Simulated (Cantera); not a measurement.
**Silicon nitride deposition: Si₂Cl₆ + N₂**

Input: 1 mol Si₂Cl₆, 41 mol N₂, held at 0.180 Torr.

These are equilibrium values from Cantera (NASA tables, ideal gas, pure condensed phases), not measurements of a reactor. Candidate condensed phases: Si, Si₃N₄; 13 gas species. The feed counts by its element totals alone. N₂ is the only nitrogen source here; it is nearly inert below about 1500 K, so the nitride shown seldom forms there in practice. The tables' values for SiCl₃ are old estimates; treat these amounts as uncertain. Kinetics and transport are ignored.

From 823 K to 1173 K the condensed part is Si₃N₄(s). The main Si-bearing gas is SiCl₄ throughout.

```
T (K)   x N₂  x SiCl₄   x SiCl₂   x SiCl₃  n Si₃N₄(s)
-----  -----  -------  --------  --------  ----------
823    0.964   0.0356   2.62e-8   3.22e-6       0.167
873    0.964   0.0356   2.81e-7   1.30e-5       0.167
923    0.964   0.0355   2.32e-6   4.53e-5       0.166
973    0.964   0.0355   1.54e-5  0.000138       0.166
1023   0.964   0.0352   8.44e-5  0.000375       0.165
1073   0.964   0.0347  0.000391  0.000921       0.161
1123   0.963   0.0332   0.00156   0.00204       0.149
1173   0.961   0.0297   0.00530   0.00400       0.115
```
x: gas mole fraction; n: condensed amount in mol.
